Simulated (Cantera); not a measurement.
## N2O furnace oxynitridation

A perfectly stirred reactor is fed with N2O : H2O = 1 : 0.089 (molar parts), at 0.0178 atm; it is held at 1275 K, and followed from long to short residence time.

Cantera simulation using GRI-Mech 3.0 (53 species, 325 reactions); the numbers are that mechanism's predictions, not measurements. GRI-Mech 3.0 was tuned for natural gas; its chemistry of N2O as a main component is partial and can be far from experiment. Radical loss at walls, strong at low pressure, is not modelled. The mechanism lacks the step 2 NO + O2 → 2 NO2, which can matter for NO2 below about 1400 K. The temperature is held fixed by assumption; the heat of reaction is taken as removed at once.

| τ (s) | x N2O | x H2O | x H | x N2 | x H2O2 |
|---|---|---|---|---|---|
| 3.4 | 0.712 | 0.0759 | 1.77e-8 | 0.134 | 7.63e-9 |
| 1.1 | 0.838 | 0.0795 | 1.74e-8 | 0.0520 | 2.23e-8 |
| 0.34 | 0.892 | 0.0810 | 1.80e-8 | 0.0173 | 5.82e-8 |
| 0.11 | 0.909 | 0.0815 | 1.79e-8 | 0.00570 | 1.07e-7 |
| 0.033 | 0.916 | 0.0816 | 1.55e-8 | 0.00170 | 1.37e-7 |
| 0.010 | 0.917 | 0.0817 | 1.06e-8 | 0.000501 | 7.73e-8 |
| 0.0033 | 0.918 | 0.0817 | 4.78e-9 | 0.000159 | 9.77e-9 |
| 0.0010 | 0.918 | 0.0817 | 1.17e-9 | 4.46e-5 | 3.11e-10 |
x: mole fraction; the columns are a selection and need not sum to one.
